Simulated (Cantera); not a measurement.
A closed system holds: 1 mol MgO, 0.23 mol SO2, a varied amount of CO2, held at 1100 K and 4.20 bar.

Points: n(CO2) (mol) = 0.05, 0.081, 0.13, 0.21, 0.34, 0.55, 0.88, 1.4, 2.3, 3.7, 6.

Cantera's Mixture.equilibrate('TP', solver="vcs", rtol=1e-11, max_steps=5000) on the NASA tables stopped like this:

```
1100 K  P = 420000 Pa  n(CO2) = 0.34 mol  gas = 0.57 mol
   x: CO2 5.965e-01  SO2 4.035e-01  SO3 1.433e-05  CO 1.396e-05
   condensed (mol): MgO(s) 1
T = 1100 K  P = 420000 Pa  n(CO2) = 0.55 mol  gas = 0.78 mol
   x: CO2 7.051e-01  SO2 2.949e-01  SO3 1.325e-05  CO 1.304e-05
   condensed (mol): MgO(s) 1
T = 1100 K  P = 420000 Pa  n(CO2) = 0.88 mol  gas = 1.11 mol
   x: CO2 7.928e-01  SO2 2.072e-01  SO3 1.174e-05  CO 1.163e-05
   condensed (mol): MgO(s) 1
T = 1100 K  P = 420000 Pa  n(CO2) = 1.4 mol  gas = 1.63 mol
   x: CO2 8.589e-01  SO2 1.411e-01  SO3 1.007e-05  CO 1.001e-05
   condensed (mol): MgO(s) 1

*******************************************************************************
CanteraError thrown by VCS_SOLVE::solve_tp_inner:
vcs_solve_TP: ERROR on step change wt[31:MgS(s)]: -6.938893903907228e-18 < 0.0
*******************************************************************************
```

Question: What got this run through?

Answer: One answer among several that fit: The failure is numerical, not chemical. The same input converged with solver="gibbs", rtol=1e-10, max_steps=50000, and the result passed a check of the equilibrium conditions:
```
T = 1100 K  P = 420000 Pa  n(CO2) = 0.05 mol  gas = 0.28 mol
   x: SO2 8.214e-01  CO2 1.786e-01  SO3 1.220e-05
   condensed (mol): MgO(s) 1
T = 1100 K  P = 420000 Pa  n(CO2) = 0.081 mol  gas = 0.311 mol
   x: SO2 7.395e-01  CO2 2.604e-01  SO3 1.343e-05  CO 1.192e-05
   condensed (mol): MgO(s) 1
T = 1100 K  P = 420000 Pa  n(CO2) = 0.13 mol  gas = 0.36 mol
   x: SO2 6.389e-01  CO2 3.611e-01  SO3 1.436e-05  CO 1.336e-05
   condensed (mol): MgO(s) 1
T = 1100 K  P = 420000 Pa  n(CO2) = 0.21 mol  gas = 0.44 mol
   x: SO2 5.227e-01  CO2 4.773e-01  SO3 1.472e-05  CO 1.409e-05
   condensed (mol): MgO(s) 1
T = 1100 K  P = 420000 Pa  n(CO2) = 0.34 mol  gas = 0.57 mol
   x: CO2 5.965e-01  SO2 4.035e-01  SO3 1.433e-05  CO 1.396e-05
   condensed (mol): MgO(s) 1
T = 1100 K  P = 420000 Pa  n(CO2) = 0.55 mol  gas = 0.78 mol
   x: CO2 7.051e-01  SO2 2.949e-01  SO3 1.325e-05  CO 1.304e-05
   condensed (mol): MgO(s) 1
T = 1100 K  P = 420000 Pa  n(CO2) = 0.88 mol  gas = 1.11 mol
   x: CO2 7.928e-01  SO2 2.072e-01  SO3 1.174e-05  CO 1.163e-05
   condensed (mol): MgO(s) 1
T = 1100 K  P = 420000 Pa  n(CO2) = 1.4 mol  gas = 1.63 mol
   x: CO2 8.589e-01  SO2 1.411e-01  SO3 1.007e-05  CO 1.001e-05
   condensed (mol): MgO(s) 1
T = 1100 K  P = 420000 Pa  n(CO2) = 2.3 mol  gas = 2.53 mol
   x: CO2 9.091e-01  SO2 9.090e-02
   condensed (mol): MgO(s) 1
T = 1100 K  P = 420000 Pa  n(CO2) = 3.7 mol  gas = 3.93 mol
   x: CO2 9.415e-01  SO2 5.852e-02
   condensed (mol): MgO(s) 1
T = 1100 K  P = 420000 Pa  n(CO2) = 6 mol  gas = 6.23 mol
   x: CO2 9.631e-01  SO2 3.691e-02
   condensed (mol): MgO(s) 1
```

The gas is ideal and each condensed phase is pure.
